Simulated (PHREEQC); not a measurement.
Make-up at 54 °C: 0.011 mol/kgw CuCl2 and 5.3e-05 mol/kgw HBF4. Closed to the air; pH follows from the charge balance.

Model: ion-association model, wateq4f.dat, run in PHREEQC.

Precipitation was switched off in this run.

Order these Cu species by the share of Cu that they hold, largest first: CuCl+, Cu+2, CuF+, CuCl2.

Cu+2 (90 %), CuCl+ (9.7 %), CuF+ (0.16 %), CuCl2 (0.10 %)

The pH is 3.83 and the ionic strength 0.0310 mol/kgw. Constants without temperature data keep their 25 °C values here. Real BF4- forms and hydrolyses slowly; the run takes it at equilibrium.
